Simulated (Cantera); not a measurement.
A closed system holds: 1 mol ZrO2, 140 mol H2, 4.8 mol H2O, held at 1850 K and 7.00 mbar.

Cantera equilibrium calculation (NASA polynomials, part measured and part estimated; ideal gas, pure solids and liquids). Candidate condensed phases: H2O, Zr, ZrO2; 12 gas species. Kinetics and transport are ignored.

Base state: H2 0.961, H2O 0.0330, H 0.00631, OH 1.60e-5 (mole fractions); condensed: ZrO2(tetragonal).

What changes in the equilibrium state with this change: ZrO2 replaced by FeS?


```csv
species,before,after
H2,0.961,0.949
H2O,0.0330,0.0326
Fe,0,0.00682
H2S,0,0.00243
SH,0,0.00162
S2,0,0.00111
S,0,0.000439
"ZrO2(tetragonal), mol",1.00,0
```
Further candidate phases: Fe, FeO, Fe(OH)2, Fe(OH)3, FeS, FeSO4, FeS2, Fe2O3, Fe2(SO4)3, Fe3O4, H2SO4, S.

What changes in the equilibrium state with this change: ZrO2 replaced by Fe3O4?


```
species                 before    after
---------------------  -------  -------
H2                       0.961    0.925
H2O                     0.0330   0.0600
Fe                           0  0.00836
OH                     1.60e-5  2.97e-5
H                      0.00631  0.00619
ZrO2(tetragonal), mol     1.00        0
Fe(l), mol                   0     1.77
```
Further candidate phases: Fe, FeO, Fe(OH)2, Fe(OH)3, Fe2O3, Fe3O4.

What changes in the equilibrium state with this change: temperature from 1850 K to 1725 K?


```csv
species,before,after
H2,0.961,0.965
H2O,0.0330,0.0331
H,0.00631,0.00218
OH,1.60e-5,4.12e-6
"ZrO2(tetragonal), mol",1.00,1.00
```
